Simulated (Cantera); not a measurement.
Cantera run, input and output.

```python
import numpy as np
import cantera as ct

gas = ct.Solution("h2o2.yaml")
gas.TPX = 1200, 500000, {'H2': 1, 'O2': 0.278, 'N2': 1.04, 'H2O': 0.22}
reactor = ct.IdealGasReactor(gas, energy="on", clone=False)
net = ct.ReactorNet([reactor])
net.rtol, net.atol = 1e-08, 1e-16
show = ['H2', 'O2', 'H2O', 'H2O2', 'OH', 'HO2']
times = np.geomspace(2e-06, 0.2, 10)

steps = ct.SolutionArray(gas, extra=["t"])
rows = []
print(f"{'t/s':>10s}{'T/K':>9s}{'P/Pa':>11s}" + "".join(f"{s:>11s}" for s in show))
for t in times:
    while net.time < t:
        t_next = net.step()
        steps.append(gas.state, t=t_next)
    rows.append([np.interp(t, steps.t, y) for y in (steps.T, steps.P, *steps(*show).X.T)])
    print(f"{t:10.3e}{rows[-1][0]:9.1f}{rows[-1][1]:11.4g}" + "".join(f"{x:11.3e}" for x in rows[-1][2:]))
rate = np.gradient(steps.T, steps.t)
print("integrator steps:", len(steps.t))
if steps.T.max() > steps.T[0] + 200:
    print(f"time of steepest temperature rise: {steps.t[rate.argmax()]:.4e} s")
gas.TPX = 1200, 500000, {'H2': 1, 'O2': 0.278, 'N2': 1.04, 'H2O': 0.22}
gas.equilibrate("UV")
print(f"equilibrium (UV): T = {gas.T:.1f} K  " + "  ".join(f"{s} {gas[s].X[0]:.3e}" for s in show))
```

Result:

```
       t/s      T/K       P/Pa         H2         O2        H2O       H2O2         OH        HO2
 2.000e-06   1200.0      5e+05  3.940e-01  1.095e-01  8.668e-02  7.534e-10  7.820e-10  7.711e-08
 7.188e-06   1200.0      5e+05  3.940e-01  1.095e-01  8.668e-02  1.689e-08  1.763e-09  5.051e-07
 2.583e-05   1200.0      5e+05  3.940e-01  1.095e-01  8.669e-02  3.973e-07  7.900e-09  4.190e-06
 9.283e-05   2707.9  1.029e+06  1.869e-01  9.973e-04  3.190e-01  6.348e-07  1.297e-02  3.845e-06
 3.336e-04   2876.4   1.08e+06  1.916e-01  2.364e-04  3.312e-01  2.388e-07  7.399e-03  6.790e-07
 1.199e-03   2876.4   1.08e+06  1.916e-01  2.364e-04  3.312e-01  2.388e-07  7.399e-03  6.790e-07
 4.309e-03   2876.4   1.08e+06  1.916e-01  2.364e-04  3.312e-01  2.388e-07  7.399e-03  6.790e-07
 1.549e-02   2876.4   1.08e+06  1.916e-01  2.364e-04  3.312e-01  2.388e-07  7.399e-03  6.790e-07
 5.565e-02   2876.4   1.08e+06  1.916e-01  2.364e-04  3.312e-01  2.388e-07  7.399e-03  6.790e-07
 2.000e-01   2876.4   1.08e+06  1.916e-01  2.364e-04  3.312e-01  2.388e-07  7.399e-03  6.790e-07
integrator steps: 1285
time of steepest temperature rise: 9.0776e-05 s
equilibrium (UV): T = 2876.4 K  H2 1.916e-01  O2 2.364e-04  H2O 3.312e-01  H2O2 2.388e-07  OH 7.399e-03  HO2 6.790e-07
```

Model: the H2/O2 subset of GRI-Mech 3.0, which has no nitrogen chemistry, integrated in Cantera. The hydrogen kinetics of GRI-Mech 3.0 are dated; newer H2 mechanisms differ, most at raised pressure.
